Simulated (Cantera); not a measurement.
A perfectly stirred reactor is fed with C₃H₈ : O₂ : N₂ = 1 : 2.78 : 10.4 (molar parts), at 5.00 bar; it is adiabatic with a 350 K inlet, and is followed from long to short residence time, starting on the burning branch (τ in s: 0.03, 0.014, 0.0063, 0.0029, 0.0013, 0.00061, 0.00028, 0.00013, 5.9e-05, 2.7e-05, 1.3e-05, 5.7e-06).

Detailed kinetics in Cantera: GRI-Mech 3.0 (53 species, 325 reactions). GRI-Mech 3.0 was tuned for natural gas; its chemistry of propane as a main component is partial and can be far from experiment.

Task: What does this change do: 0.17 parts H2 added?

Result: 
| quantity | before | after |
|---|---|---|
| blow-out, bracketed by the residence times tried | burning at 0.610 ms, out at 0.280 ms | burning at 0.610 ms, out at 0.280 ms |
| x(C₃H₈) at τ = 30.0 ms | 4.06e-6 | 4.29e-6 |
| x(O₂) at τ = 30.0 ms | 0.000743 | 0.000772 |
| x(CH₄) at τ = 30.0 ms | 0.00682 | 0.00741 |
| x(CO) at τ = 30.0 ms | 0.106 | 0.105 |
| x(NO) at τ = 30.0 ms | 1.49e-6 | 1.12e-6 |
| x(C₃H₈) at τ = 0.280 ms | 0.0705 | 0.0697 |
| x(O₂) at τ = 0.280 ms | 0.196 | 0.194 |
| x(CH₄) at τ = 0.280 ms | <1e-12 | <1e-12 |
| x(CO) at τ = 0.280 ms | <1e-12 | <1e-12 |
| x(NO) at τ = 0.280 ms | <1e-12 | <1e-12 |

Task: What does this change do: inlet temperature 350 to 475 K?

Result: 
| quantity | before | after |
|---|---|---|
| blow-out, bracketed by the residence times tried | burning at 0.610 ms, out at 0.280 ms | burning at 0.280 ms, out at 0.130 ms |
| x(C₃H₈) at τ = 30.0 ms | 4.06e-6 | 2.25e-6 |
| x(O₂) at τ = 30.0 ms | 0.000743 | 0.000423 |
| x(CH₄) at τ = 30.0 ms | 0.00682 | 0.00475 |
| x(CO) at τ = 30.0 ms | 0.106 | 0.117 |
| x(NO) at τ = 30.0 ms | 1.49e-6 | 5.58e-6 |
| x(C₃H₈) at τ = 0.280 ms | 0.0705 | 0.000317 |
| x(O₂) at τ = 0.280 ms | 0.196 | 0.0163 |
| x(CH₄) at τ = 0.280 ms | <1e-12 | 0.0104 |
| x(CO) at τ = 0.280 ms | <1e-12 | 0.104 |
| x(NO) at τ = 0.280 ms | <1e-12 | 7.87e-7 |
